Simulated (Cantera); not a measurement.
## Hydrocarbon pyrolysis for carbon deposition

A perfectly stirred reactor is fed with CH4 : N2 = 1 : 34 (molar parts), at 10.00 Torr; it is held at 1550 K, and followed from long to short residence time.

Model: GRI-Mech 3.0 (53 species, 325 reactions), integrated in Cantera. GRI-Mech 3.0 stops at C3 and has no aromatics, soot or wall deposition, so with more carbon than oxygen in the feed, carbon stays in small species such as C2H2 where larger ones or solid carbon would form. Radical loss at walls, strong at low pressure, is not modelled.

| τ (s) | x CH4 | x C2H | x H | x HCN | x C2H2 | x CH3 | x CH2 |
|---|---|---|---|---|---|---|---|
| 9.8 | 0.00997 | 1.54e-8 | 1.85e-5 | 7.70e-7 | 0.00885 | 0.000134 | 7.19e-8 |
| 1.5 | 0.0205 | 5.22e-9 | 6.87e-6 | 5.82e-8 | 0.00330 | 0.000226 | 9.15e-8 |
| 0.22 | 0.0281 | 1.14e-10 | 3.63e-7 | 1.31e-10 | 6.24e-5 | 0.000133 | 2.42e-8 |
| 0.034 | 0.0285 | <1e-12 | 4.54e-8 | <1e-12 | 4.94e-8 | 2.26e-5 | 8.05e-10 |
| 0.0052 | 0.0286 | <1e-12 | 3.86e-8 | <1e-12 | 2.71e-11 | 3.44e-6 | 2.47e-11 |
| 0.00079 | 0.0286 | <1e-12 | 3.43e-8 | <1e-12 | <1e-12 | 4.95e-7 | <1e-12 |
| 0.00012 | 0.0286 | <1e-12 | 1.99e-8 | <1e-12 | <1e-12 | 6.05e-8 | <1e-12 |
x: mole fraction; the columns are a selection and need not sum to one.
